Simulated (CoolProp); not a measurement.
Vapour-liquid equilibrium of R125 (1) + R1234yf (2) at 0.0888 MPa; x and y are mole fractions of (1).

The numbers come from the multi-fluid Helmholtz-energy mixture model, Lemmon 2005 and Lemmon 2022; pair parameters Bell 2023 in CoolProp.

**Question.** Give the bubble temperature and the first vapour's composition at x = 0.2, 0.35, 0.65. Is there an azeotrope?

**Answer.** x = 0.2: 235.5 K, y = 0.365; x = 0.35: 232.3 K, y = 0.555; x = 0.65: 227.1 K, y = 0.812. No azeotrope shows between x = 0.05 and 0.95.

The pair parameters rest on a limited set of measurements; away from them the model extrapolates.
